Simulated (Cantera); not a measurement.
## Low-pressure radical oxidation in H2/O2

An isothermal, constant-pressure homogeneous reactor starts with 21.9 % H2, 78.1 % O2, equivalence ratio 0.14, at 1200 K and 0.0263 atm.

Cantera simulation using the H2/O2 subset of GRI-Mech 3.0, which has no nitrogen chemistry; the numbers are that mechanism's predictions, not measurements. Radical loss at walls, strong at low pressure, is not modelled. The temperature is held fixed by assumption; the heat of reaction is taken as removed at once.

```
t (s)         x H2   x O2       x O    x H2O2    x HO2    x H2O       x H
--------  --------  -----  --------  --------  -------  -------  --------
6.00e-5      0.219  0.781   1.52e-8  2.00e-11  1.90e-8  2.58e-8   2.93e-8
0.000223     0.219  0.781   2.40e-6  3.06e-10  9.86e-8  6.42e-6   4.05e-6
0.000828    0.0142  0.668    0.0676   7.13e-7  1.77e-5    0.164    0.0746
0.00307    0.00589  0.715    0.0337   8.62e-7  1.99e-5    0.214    0.0233
0.0114    0.000675  0.750   0.00361   7.04e-7  1.17e-5    0.242  0.000788
0.0424     4.15e-5  0.754  0.000227   2.15e-7  1.97e-6    0.245   1.24e-5
0.158      4.39e-6  0.754   2.52e-5   5.76e-8  2.88e-7    0.245   4.58e-7
0.585      7.29e-7  0.754   4.34e-6   1.59e-8  5.83e-8    0.246   3.26e-8
2.17       1.55e-7  0.754   9.40e-7   4.46e-9  2.04e-8    0.246   3.29e-9
8.08       4.15e-8  0.754   2.53e-7   1.42e-9  1.85e-8    0.246  4.62e-10
30.0       2.26e-8  0.754   1.37e-7  8.49e-10  2.20e-8    0.246  1.87e-10
```
x: mole fraction; the columns are a selection and need not sum to one.

Equilibrium at this temperature and pressure: H2 2.22e-8, O2 0.754, O 1.34e-7, H2O2 8.34e-10, HO2 2.22e-8, H2O 0.246, H 1.81e-10 (gas phase only).
